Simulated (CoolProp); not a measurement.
Propylene at several states: fugacity coefficient from the reference equation and from simpler models built on Tc = 364.2 K, pc = 4.555 MPa, ω = 0.146; each cubic takes its own stable root.

Computed with CoolProp (reference Helmholtz-energy equation of state, Lemmon 2013).

| T (K) | p (MPa) | phase | reference | Redlich-Kwong | Soave-Redlich-Kwong | Peng-Robinson |
|---|---|---|---|---|---|---|
| 303.5 | 0.0147 | gas | 0.9980 | 0.9982 | 0.9981 | 0.9980 |
| 223.6 | 6.76 | liquid | 0.01695 | 0.02196 | 0.01713 | 0.01690 |
| 353.4 | 2.77 | gas | 0.7757 | 0.7800 | 0.7783 | 0.7605 |
